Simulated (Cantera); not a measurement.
Premixed flame

A freely propagating, adiabatic, planar premixed flame of 9.51 % CH₄, 19.0 % O₂, 71.5 % N₂, unburnt at 498 K and 150000 Pa; mixture-averaged transport, grid criteria slope 0.08 and curve 0.16, no radiation.

Cantera simulation using GRI-Mech 3.0 (53 species, 325 reactions); the numbers are that mechanism's predictions, not measurements. Burning velocities carry a grid error of a few per cent, more on coarse grids.

| z (mm) | T (K) | u (m/s) | x CH₄ | x O₂ | x H₂O | x CH₃ | x CO | x O |
|---|---|---|---|---|---|---|---|---|
| -0.792 | 498 | 0.806 | 0.0950 | 0.190 | 3.04e-5 | <1e-8 | 2.34e-6 | <1e-8 |
| -0.528 | 500 | 0.810 | 0.0947 | 0.190 | 0.000298 | 9.98e-8 | 2.93e-5 | <1e-8 |
| -0.396 | 507 | 0.824 | 0.0939 | 0.189 | 0.00149 | 5.69e-7 | 0.000184 | <1e-8 |
| -0.264 | 567 | 0.925 | 0.0897 | 0.184 | 0.00927 | 5.53e-6 | 0.00156 | 3.72e-8 |
| -0.132 | 972 | 1.61 | 0.0638 | 0.151 | 0.0541 | 0.000280 | 0.0143 | 8.56e-6 |
| -0.0660 | 1399 | 2.34 | 0.0347 | 0.108 | 0.0984 | 0.00172 | 0.0314 | 0.000110 |
| 0 | 1793 | 3.02 | 0.00777 | 0.0599 | 0.141 | 0.00197 | 0.0479 | 0.000838 |
| 0.0660 | 1951 | 3.28 | 0.000488 | 0.0330 | 0.159 | 0.000218 | 0.0455 | 0.00266 |
| 0.132 | 2001 | 3.35 | 1.58e-5 | 0.0242 | 0.162 | 8.03e-6 | 0.0369 | 0.00349 |
| 0.264 | 2060 | 3.43 | 2.78e-8 | 0.0194 | 0.163 | 1.62e-8 | 0.0285 | 0.00326 |
| 0.528 | 2132 | 3.53 | <1e-8 | 0.0163 | 0.167 | <1e-8 | 0.0238 | 0.00246 |
| 1.06 | 2207 | 3.64 | <1e-8 | 0.0133 | 0.172 | <1e-8 | 0.0204 | 0.00160 |
| 2.11 | 2270 | 3.73 | <1e-8 | 0.0106 | 0.177 | <1e-8 | 0.0168 | 0.000966 |
x: mole fraction of selected species; z is measured from the peak of heat release.

| Property | Value |
|---|---|
| laminar burning velocity | 80.5 cm/s |
| thermal thickness | 0.264 mm |
| peak x(CH₃) | 0.00250 |
| peak x(CO) | 0.0492 |
| peak x(O) | 0.00353 |
| grid points | 148 |
